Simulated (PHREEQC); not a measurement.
0.04 g of hydrous ferric oxide (600 m²/g; 0.2 weak and 0.005 strong sites per Fe, Dzombak-Morel constants, diffuse double layer) in 1 kg of water with 0.01 mol/kgw of an inert sodium salt and 1.9e-05 mol/kgw CuSO4, 2.4e-07 mol/kgw PbCl2 and 1.2e-07 mol/kgw NiCl2, at 25 °C; the pH is set by adding NaOH or the inert anion's acid. O2 is buffered at 0.21 atm. The system is closed to CO2. Nothing may precipitate in this run.

The series has 13 steps of pH, from 4 to 12.

The numbers come from PHREEQC with the ion-association model, wateq4f.dat.

Q: Near which pH is half of the S sorbed, and on which side is more sorbed?

A: Near pH 5.9, with more sorbed at lower pH.

Q: Near which pH is half of the Cu sorbed, and on which side is more sorbed?

A: Near pH 5.7, with more sorbed at higher pH.

Q: Near which pH is half of the Pb sorbed, and on which side is more sorbed?

A: Near pH 4.4, with more sorbed at higher pH.

Species that the database lacks are ignored. The database's constant for dissolved Cu(OH)2 is higher than later reviews accept.
